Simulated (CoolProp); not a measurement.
Acetone at several states: Z from the reference equation and from simpler models built on Tc = 235.0 °C, pc = 4.692 MPa, ω = 0.307; each cubic takes its own stable root.

The numbers come from the reference Helmholtz-energy equation of state, Lemmon 2006 in CoolProp. It is a short technical equation, of lower accuracy than the large ones.

```
T (°C)  p (MPa)   phase  reference
------  -------  ------  ---------
71.45        28  liquid     0.7425
-56.15   0.0247  liquid  0.0009119
98.05      1.78  liquid    0.04790
```

**Question.** How far does each simpler model (van der Waals, Redlich-Kwong, Soave-Redlich-Kwong, Peng-Robinson) lie from the reference over these 3 states: mean and median of the absolute difference, and the worst?

**Answer.** 
- van der Waals: mean 36187.8 %, median 93.9 %, worst +108387.8 % at -56.15 °C and 0.0247 MPa
- Redlich-Kwong: mean 32.3 %, median 33.2 %, worst +34.5 % at 98.05 °C and 1.78 MPa
- Soave-Redlich-Kwong: mean 28.2 %, median 27.9 %, worst +30.7 % at -56.15 °C and 0.0247 MPa
- Peng-Robinson: mean 13.9 %, median 13.0 %, worst +16.5 % at -56.15 °C and 0.0247 MPa

At some of these states van der Waals gives the other phase, because its saturation line lies elsewhere.
